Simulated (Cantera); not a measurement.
Input: 1 mol SiC, 0.0084 mol O2, 100 mol N2, held at 7.50 Torr.

Equilibrium computed with Cantera from the NASA thermochemical tables; the gas is ideal and each condensed phase is pure. Candidate condensed phases: C, Si, SiC, SiO2, Si2N2O, Si3N4; 34 gas species. Mutual solubility and eutectic melting of coexisting phases are not modelled. Rates play no part.

Q: At 1300 °C, list the 3 most abundant gas species with their mole fractions, and the condensed phases.

A: N2 1.000, CO 0.000147, SiO 2.08e-5. Condensed: SiC(s) + Si3N4(s).
